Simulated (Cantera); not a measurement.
Input (Python, Cantera) and output of one run.

```python
import numpy as np
import cantera as ct

gas_names = """
    H H2 Si SiH SiH2 SiH3 SiH4 Si2 Si3
""".split()
cond_names = """
    Si(cr) Si(L)
""".split()


# ... load() reads the species with a 1 bar reference pressure and builds the phases ...
atoms = {
    'SiH4': {'Si': 1, 'H': 4},
    'H2': {'H': 2},
}
top_T = {}  # K; cautious upper limits of use, not melting points


# ... equilibrate(T, P, feed) seeds the gas with the atoms and calls Mixture.equilibrate('TP', solver="vcs", rtol=1e-11, max_steps=5000) ...
results = []
feed = {'SiH4': 1, 'H2': 61}  # mol
T = 2475  # K
P = 41000  # Pa
mix = equilibrate(T, P, feed)
results.append((T, P, feed, dict(zip(mix.species_names, mix.species_moles))))
print(gas.report(threshold=0.001))
for i in range(1, mix.n_phases):
    print(f"{mix.phase(i).name:16s} {mix.phase_moles(i):12.5e} mol")
```

Output:

```
       temperature   2475 K
          pressure   41000 Pa
           density   0.0046179 kg/m^3
  mean mol. weight   2.3178 kg/kmol
   phase of matter   gas

                          1 kg             1 kmol
                     ---------------   ---------------
          enthalpy         3.512e+07        8.1401e+07  J
   internal energy        2.6242e+07        6.0822e+07  J
           entropy             88164        2.0435e+05  J/K
    Gibbs function       -1.8309e+08       -4.2435e+08  J
 heat capacity c_p             15124             35055  J/K
 heat capacity c_v             11537             26741  J/K

                      mass frac. Y      mole frac. X     chem. pot. / RT
                     ---------------   ---------------   ---------------
                 H           0.01492          0.034308            -10.56
                H2           0.82916           0.95328            -21.12
                Si           0.11615         0.0095856           -7.0518
               SiH          0.020653         0.0016454           -17.612
     [   +5 minor]           0.01912         0.0011813

Si(L)             1.74075e-01 mol
```

Method: chemical equilibrium by Gibbs-energy minimisation in Cantera with the NASA 1993 tables (ideal gas, pure condensed phases). Gases not in the tables: Si2H6 and higher silanes.
